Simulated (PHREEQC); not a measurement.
Consider water at 20 °C with 0.0035 mol CuSO4, 0.002 mol H2SO4 and 0.00034 mol Na2SO4 per kg of water. Closed to the air; pH follows from the charge balance.

Equilibrium calculation in PHREEQC: ion-association model, wateq4f.dat.

Each row changes one thing in this solution. This is a speciation only: nothing precipitates in the calculation.

| case | pH | ionic strength (mol/kgw) | SO4-2 (mol/kgw) | HSO4- (mol/kgw) | NaSO4- (mol/kgw) | SI of Mirabilite (Na2SO4:10H2O) |
|---|---|---|---|---|---|---|
| as made | 2.54 | 0.0161 | 0.00424 | 0.000749 | 8.43e-6 | -7.69 |
| H2SO4 left out | 5.14 | 0.0121 | 0.00311 | 1.42e-6 | 6.56e-6 | -7.78 |
| Na2SO4 from 0.00034 to 0.00068 mol/kgw | 2.54 | 0.0170 | 0.00451 | 0.000782 | 1.77e-5 | -7.07 |
| H2SO4 replaced by FeSO4 at the same molality | 5.17 | 0.0179 | 0.00455 | 1.82e-6 | 8.84e-6 | -7.67 |
| CuSO4 from 0.0035 to 0.00385 mol/kgw | 2.54 | 0.0171 | 0.00446 | 0.000774 | 8.76e-6 | -7.68 |
| Na2SO4 from 0.00034 to 0.000306 mol/kgw | 2.53 | 0.0160 | 0.00421 | 0.000746 | 7.54e-6 | -7.78 |
| CuSO4 replaced by NH4HSO4 at the same molality | ___ | 0.0144 | 0.00428 | 0.00144 | 8.69e-6 | -7.67 |
| diluted 100-fold with water | 4.41 | 0.000208 | 5.79e-5 | 1.89e-7 | 1.79e-9 | -13.26 |
| temperature from 20 to 10 °C | 2.52 | 0.0164 | 0.00436 | 0.000653 | ___ | -7.17 |

**Question.** What belongs in the gaps?

**Answer.** 
- CuSO4 replaced by NH4HSO4 at the same molality, pH: 2.26
- temperature from 20 to 10 °C, NaSO4- (mol/kgw): 8.13e-6

Species that the database lacks are ignored. Some of these states are supersaturated (in Brochantite, Antlerite, for instance). At this temperature some constants are extrapolated from 25 °C, and those without enthalpy data are left unchanged.
